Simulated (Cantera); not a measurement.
Catalytic combustion on Pt

An isothermal plug-flow reactor at 750 K and 0.474 atm (inlet), inlet velocity 0.081 m/s, active area per volume 3100 1/m; feed 0.638 % CH4, 2.20 % O2, 91.6 % N2, 5.57 % H2O.

Computed with Cantera and Deutschmann's 1995 Pt surface mechanism with GRI-Mech 3.0 gas chemistry. Catalytic surfaces can have several steady states; this one follows from the mechanism file's or the stated starting coverage. Mass transfer to the wall is taken as infinitely fast.

```tsv
z (m)	x CH4	x O2	x H2O	x CO2	x CO	θ free Pt	θ O*	θ OH*
4.5e-05	0.00635	0.0220	0.0557	2.41e-5	5.41e-7	0.0474	0.948	0.00491
7.5e-05	0.00634	0.0219	0.0557	4.03e-5	6.68e-7	0.0474	0.948	0.00491
0.00013	0.00631	0.0219	0.0558	7.03e-5	7.45e-7	0.0475	0.948	0.00492
0.00021	0.00626	0.0218	0.0559	0.000114	7.61e-7	0.0475	0.948	0.00493
0.00035	0.00619	0.0216	0.0560	0.000189	7.55e-7	0.0477	0.947	0.00494
0.00058	0.00606	0.0214	0.0563	0.000313	7.41e-7	0.0479	0.947	0.00496
0.00097	0.00586	0.0210	0.0567	0.000519	7.18e-7	0.0482	0.947	0.00499
0.0016	0.00553	0.0203	0.0573	0.000844	6.81e-7	0.0487	0.946	0.00505
0.0027	0.00499	0.0193	0.0584	0.00139	6.18e-7	0.0497	0.945	0.00514
0.0045	0.00417	0.0176	0.0601	0.00221	5.22e-7	0.0513	0.943	0.00529
```
x: gas mole fraction; θ: surface coverage.
